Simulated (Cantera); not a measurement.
A freely propagating, adiabatic, planar premixed flame of 22.5 % H2, 16.3 % O2, 61.2 % N2, unburnt at 575 K and 5.00 bar; unity-Lewis-number transport, grid criteria slope 0.08 and curve 0.16, no radiation.

Computed with Cantera and the H2/O2 subset of GRI-Mech 3.0, which has no nitrogen chemistry. The hydrogen kinetics of GRI-Mech 3.0 are dated; newer H2 mechanisms differ, most at raised pressure. Unity Lewis numbers drop preferential diffusion, which matters most where H2 and H carry the flame. Burning velocities carry a grid error of a few per cent, more on coarse grids. Lean hydrogen flames are cellular in practice and burn faster than this planar one.

Problem. Predict: laminar burning velocity; thermal thickness; peak x(HO2); peak x(O); peak x(OH).

Solution. 
| Item | Result |
|---|---|
| laminar burning velocity | 351 cm/s |
| thermal thickness | 0.0449 mm |
| peak x(HO2) | 0.000677 |
| peak x(O) | 0.00929 |
| peak x(OH) | 0.0143 |
